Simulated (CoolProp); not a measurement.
Oxygen at 293.15 K and 2.1 MPa is throttled through a valve to 0.688 MPa with no heat exchange. Each further row changes one setting.

Computed with CoolProp (reference Helmholtz-energy equation of state, Schmidt 1985).

```json
[
 {"case": "as stated", "temperature change (K)": "-3.9", "final density (kg/m³)": "___"},
 {"case": "outlet pressure 0.206 MPa", "temperature change (K)": "___", "final density (kg/m³)": "2.76"},
 {"case": "outlet pressure 0.894 MPa", "temperature change (K)": "-3.3", "final density (kg/m³)": "___"}
]
```

Q: Complete the blanks.

A: 
- as stated, final density (kg/m³): 9.20
- outlet pressure 0.206 MPa, temperature change (K): -5.2
- outlet pressure 0.894 MPa, final density (kg/m³): 11.9
